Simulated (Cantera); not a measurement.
A Cantera script and its output.

```python
import numpy as np
import cantera as ct

surf = ct.Interface("diamond.yaml", "diamond_100")
gas, bulk = surf.adjacent["gas"], surf.adjacent["diamond"]
k = surf.kinetics_species_index(bulk.species_names[0])
cover = ["c6HH", "c6H*", "c6*H", "c6**", "c6HM", "c6B"]

rows, drift = [], 0.0
print(f"{'T':>10s}{'um/h':>11s}" + "".join(f"{s:>11s}" for s in cover))
for v in [950, 1000, 1050, 1100, 1150, 1200, 1250, 1300, 1350, 1400]:
    T, P, xH, xCH3 = v, 4200, 0.031, 6.4e-05
    gas.TPX = T, P, {"H": xH, "CH3": xCH3, "CH4": 0.0074, "H2": 1 - xH - xCH3 - 0.0074}
    surf.TP = bulk.TP = T, P
    surf.coverages = "c6H*:0.1, c6HH:0.9"
    surf.advance_coverages(100.0)
    before = surf.coverages
    surf.advance_coverages(100.0)
    drift = max(drift, np.max(np.abs(surf.coverages - before) / (surf.coverages + 1e-9)))
    rate = surf.net_production_rates[k] * bulk.mean_molecular_weight / bulk.density * 3.6e9
    rows.append([rate, *surf[cover].coverages])
    print(f"{v:10.4g}{rate:11.4e}" + "".join(f"{x:11.3e}" for x in rows[-1][1:]))
```

Result:

```
         T       um/h       c6HH       c6H*       c6*H       c6**       c6HM        c6B
       950 1.1176e+00  6.422e-01  1.437e-02  3.349e-01  6.752e-03  1.394e-03  3.033e-09
      1000 1.4207e+00  5.957e-01  1.857e-02  3.744e-01  9.839e-03  1.122e-03  3.855e-09
      1050 1.7337e+00  5.516e-01  2.320e-02  4.101e-01  1.377e-02  9.029e-04  4.704e-09
      1100 2.0069e+00  5.105e-01  2.817e-02  4.417e-01  1.859e-02  7.133e-04  5.446e-09
      1150 2.1416e+00  4.724e-01  3.338e-02  4.690e-01  2.435e-02  5.331e-04  5.811e-09
      1200 2.0245e+00  4.374e-01  3.875e-02  4.921e-01  3.105e-02  3.570e-04  5.494e-09
      1250 1.6737e+00  4.055e-01  4.417e-02  5.113e-01  3.866e-02  2.053e-04  4.542e-09
      1300 1.2897e+00  3.764e-01  4.958e-02  5.267e-01  4.714e-02  1.025e-04  3.500e-09
      1350 1.0395e+00  3.500e-01  5.490e-02  5.386e-01  5.642e-02  4.682e-05  2.821e-09
      1400 9.3595e-01  3.260e-01  6.009e-02  5.474e-01  6.640e-02  2.059e-05  2.540e-09
```

Detailed kinetics in Cantera: the Harris–Goodwin 1993 mechanism for the reconstructed diamond (100) surface.
